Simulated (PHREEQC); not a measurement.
A PHREEQC speciation (ion-association model, wateq4f.dat) at 25 °C gives pH 6.17 and these molalities:

```csv
species,mol/kgw
SO4-2,0.0955
Mn+2,0.0714
MnSO4,0.0685
NiSO4,0.0268
Ni+2,0.0241
Na+,0.000157
Ni(SO4)2-2,0.000120
NaSO4-,1.73e-5
HSO4-,2.10e-6
NiOH+,1.91e-6
MnOH+,1.04e-6
H+,8.76e-7
OH-,2.25e-8
```

**Question.** What are the element totals, and what could have been dissolved in 1 kg of water to give them?

**Answer.** One answer among several that fit: totals Mn(2) 0.140, Na 0.000174, Ni 0.0510, S(6) 0.191 mol/kgw, from 51 mmol/kgw NiSO4, 0.087 mmol/kgw Na2SO4 and 140 mmol/kgw MnSO4.

This is a speciation only: nothing precipitates in the calculation.
